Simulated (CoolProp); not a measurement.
Aqueous magnesium chloride as a coolant, 11 % by mass, freezing at -9.8 °C, 1 atm.

Values from CoolProp's Melinder's fits for secondary coolants.

| T (°C) | conductivity (W/(m K)) | Prandtl number | density (kg/m³) | cp (kJ/(kg K)) |
|---|---|---|---|---|
| -5.8 | 0.527 | 24.5 | 1099 | 3.504 |
| -1.5 | ? | 20.5 | 1098 | 3.513 |
| 2.7 | 0.543 | 17.5 | 1097 | 3.521 |
| 7 | ? | 15.0 | 1096 | 3.530 |
| 11.3 | 0.558 | 13.0 | ? | 3.538 |
| 15.5 | 0.566 | 11.3 | 1094 | 3.546 |
| 19.8 | 0.573 | ? | 1092 | 3.553 |
| 24.1 | 0.581 | 8.67 | 1091 | 3.561 |
| 28.3 | 0.588 | 7.63 | ? | 3.568 |
| 32.6 | 0.595 | 6.69 | 1087 | ? |

What belongs in the gaps?


- -1.5, conductivity (W/(m K)): 0.535
- 7, conductivity (W/(m K)): 0.550
- 11.3, density (kg/m³): 1095
- 19.8, Prandtl number: 9.90
- 28.3, density (kg/m³): 1089
- 32.6, cp (kJ/(kg K)): 3.575
